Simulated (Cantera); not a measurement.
Charge: 1 mol AlCl3, 7.7 mol N2O, 3.7 mol H2, 0.83 mol H2O, held at 32.0 mbar.

Equilibrium computed with Cantera from the NASA thermochemical tables; the gas is ideal and each condensed phase is pure. Candidate condensed phases: Al, AlCl3, AlN, Al2O3, H2O, NH4Cl; 45 gas species. Kinetics and transport are ignored.

At 1773 K, list the 6 most abundant gas species with their mole fractions, and the condensed phases.

N2 0.486, H2O 0.200, HCl 0.171, O2 0.120, Cl 0.0181, NO 0.00225. Condensed: Al2O3(s).
